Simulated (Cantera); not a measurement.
**Adiabatic ignition**

An adiabatic, constant-volume homogeneous reactor starts with 10.2 % CH₄, 0.489 % CO, 18.8 % O₂, 70.6 % N₂, equivalence ratio 1.1, at 1050 K and 0.250 bar.

Computed with Cantera and GRI-Mech 3.0 (53 species, 325 reactions).

```tsv
t (s)	T (K)	P (bar)	x CH₄	x CO	x O₂	x H₂O₂	x C₂H₂
2.00e-6	1050	0.250	0.102	0.00489	0.188	<1e-12	<1e-12
6.70e-6	1050	0.250	0.102	0.00489	0.188	<1e-12	<1e-12
2.24e-5	1050	0.250	0.102	0.00489	0.188	<1e-12	<1e-12
7.52e-5	1050	0.250	0.102	0.00489	0.188	<1e-12	<1e-12
0.000252	1050	0.250	0.102	0.00489	0.188	8.97e-12	<1e-12
0.000844	1050	0.250	0.102	0.00489	0.188	9.86e-11	<1e-12
0.00283	1050	0.250	0.102	0.00489	0.188	9.91e-10	<1e-12
0.00948	1050	0.250	0.102	0.00489	0.188	7.97e-9	<1e-12
0.0317	1050	0.250	0.102	0.00489	0.188	3.01e-8	<1e-12
0.106	1050	0.250	0.102	0.00489	0.188	3.99e-8	<1e-12
0.356	1051	0.250	0.102	0.00490	0.188	1.05e-7	2.27e-11
1.19	1057	0.252	0.101	0.00505	0.187	9.05e-7	4.31e-9
4.00	2698	0.677	<1e-12	0.0521	0.0127	1.50e-7	<1e-12
```
x: mole fraction; the columns are a selection and need not sum to one.

* **time of steepest temperature rise**: 1.77 s
* **temperature at 4.00 s**: 2698 K
* **equilibrium temperature**: 2698 K
* **x(CH₄) at 4.00 s**: <1e-12 (gas-phase equilibrium <1e-12)
* **x(CO) at 4.00 s**: 0.0521 (gas-phase equilibrium 0.0521)
* **x(O₂) at 4.00 s**: 0.0127 (gas-phase equilibrium 0.0127)
